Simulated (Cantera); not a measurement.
Feed: 1 mol Si2H6, 1.4 mol O2, 19 mol N2, equilibrated at 1225 K and 0.0280 bar.

Cantera equilibrium calculation (NASA polynomials, part measured and part estimated; ideal gas, pure solids and liquids). Candidate condensed phases: H2O, Si, SiO2, Si2N2O, Si3N4; 35 gas species. The feed counts by its element totals alone. N2 is the only nitrogen source here; it is nearly inert below about 1500 K, so the nitride shown seldom forms there in practice. Mutual solubility and eutectic melting of coexisting phases are not modelled. The tables hold silica as quartz up to 1696 K and as liquid above; real silica turns to tridymite and cristobalite and melts near 1996 K. Equilibrium is a limit: real reactors are often held back by kinetics, nucleation or transport.

Base state: N2 0.861, H2 0.139, H2O 1.50e-5 (mole fractions); condensed: SiO2(β-quartz) + Si2N2O(s).

What changes in the equilibrium state with this change: Si2H6 replaced by SiCl4?


```
species               before    after
-------------------  -------  -------
N2                     0.861    0.883
Cl2                        0   0.0876
O2                     <1e-9   0.0185
H2                     0.139        0
Cl                         0   0.0108
NO                     <1e-9  7.42e-5
H2O                  1.50e-5        0
SiO2(β-quartz), mol     1.20     1.00
Si2N2O(s), mol         0.400        0
```
